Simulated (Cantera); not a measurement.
Input (Python, Cantera) and output of one run.

```python
import numpy as np
import cantera as ct

gas_names = """
    CL CL2 H HCL H2 N NH NH2 NH3 N2 N2H2 N2H4 Si SiCL SiCL2 SiCL3 SiCL4 SiH SiHCL3 SiH2 SiH2CL2 SiH3
    SiH3CL SiH4 SiN Si2 Si2N Si3
""".split()
cond_names = """
    NH4CL(a) NH4CL(b) Si(cr) Si(L) Si3N4(a)
""".split()


def load(file, names, dense=False):
    # The tables refer to 1 bar. Condensed volumes are neglected.
    table = {s.name: s for s in ct.Species.list_from_file(file)}
    out = []
    for n in names:
        d = dict(table[n].input_data)
        d["thermo"] = dict(d["thermo"], **{"reference-pressure": 1e5})
        if dense:
            d["equation-of-state"] = {"model": "constant-volume", "density": "1e6 g/cm^3"}
        out.append(ct.Species.from_dict(d))
    return out


gas = ct.Solution(thermo="ideal-gas", species=load("nasa_gas.yaml", gas_names))
cond = {s.name: ct.Solution(thermo="fixed-stoichiometry", species=[s], name=s.name)
        for s in load("nasa_condensed.yaml", cond_names, dense=True)}
atoms = {
    'Si2H6': {'Si': 2, 'H': 6},
    'Cl2': {'CL': 2},
    'N2': {'N': 2},
}
top_T = {'Si3N4(a)': 2400}  # K; cautious upper limits of use, not melting points


def equilibrate(T, P, feed):
    n = {}
    for name, mol in feed.items():
        for a, k in atoms[name].items():
            n[a] = n.get(a, 0.0) + k * mol
    gas.TPX = T, P, n
    mass = sum(n.values()) * gas.mean_molecular_weight
    gas.equilibrate("TP")
    valid = [c for c in cond.values() if c.min_temp <= T <= top_T.get(c.name, c.max_temp)]
    mix = ct.Mixture([(gas, mass / gas.mean_molecular_weight)] + [(c, 0.0) for c in valid])
    mix.T, mix.P = T, P
    mix.equilibrate("TP", solver="vcs", rtol=1e-11, max_steps=5000)
    return mix


results = []
feed = {'Si2H6': 1, 'Cl2': 0.048, 'N2': 3.2}  # mol
T = 1123.15  # K
P = 7100  # Pa
mix = equilibrate(T, P, feed)
results.append((T, P, feed, dict(zip(mix.species_names, mix.species_moles))))
print(gas.report(threshold=0.001))
for i in range(1, mix.n_phases):
    print(f"{mix.phase(i).name:16s} {mix.phase_moles(i):12.5e} mol")
```

Result:

```
       temperature   1123.2 K
          pressure   7100 Pa
           density   0.0095519 kg/m^3
  mean mol. weight   12.563 kg/kmol
   phase of matter   gas

                          1 kg             1 kmol
                     ---------------   ---------------
          enthalpy        1.8354e+06        2.3059e+07  J
   internal energy        1.0921e+06         1.372e+07  J
           entropy             17731        2.2276e+05  J/K
    Gibbs function       -1.8079e+07       -2.2713e+08  J
 heat capacity c_p            2526.5             31741  J/K
 heat capacity c_v            1864.7             23426  J/K

                      mass frac. Y      mole frac. X     chem. pot. / RT
                     ---------------   ---------------   ---------------
               HCL          0.056684          0.019533           -41.046
                H2          0.096384           0.60065           -20.957
                N2           0.84692           0.37981           -28.783
     [  +25 minor]         9.292e-06        5.9711e-06

Si(cr)            0.00000e+00 mol
Si3N4(a)          6.66666e-01 mol
```

Cantera equilibrium calculation (NASA polynomials, part measured and part estimated; ideal gas, pure solids and liquids). The feed counts by its element totals alone. N2 is the only nitrogen source here; it is nearly inert below about 1500 K, so the nitride shown seldom forms there in practice.
